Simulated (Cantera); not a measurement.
An isothermal, constant-pressure homogeneous reactor starts with CH₄ : H₂ : O₂ = 0.0086 : 1 : 0.0035 (molar parts), equivalence ratio 150, at 2950 K and 0.217 atm. Integrator tolerance rtol = 1e-08.

Computed with Cantera and GRI-Mech 3.0 (53 species, 325 reactions).

Question: What does this change do: temperature 2950 to 1950 K?

Answer: 
| quantity | before | after |
|---|---|---|
| x(CH₄) at 2.00 s | 1.23e-6 (gas-phase equilibrium 1.25e-6) | 0.000446 (gas-phase equilibrium 0.000120) |
| x(H₂) at 2.00 s | 0.743 (gas-phase equilibrium 0.743) | 0.988 (gas-phase equilibrium 0.990) |
| x(O₂) at 2.00 s | <1e-12 (gas-phase equilibrium <1e-12) | 2.08e-12 (gas-phase equilibrium <1e-12) |
| x(CO) at 2.00 s | 0.00598 (gas-phase equilibrium 0.00598) | 0.00342 (gas-phase equilibrium 0.00683) |
| x(CH₂) at 2.00 s | 4.04e-6 (gas-phase equilibrium 4.10e-6) | 6.84e-8 (gas-phase equilibrium 1.83e-8) |
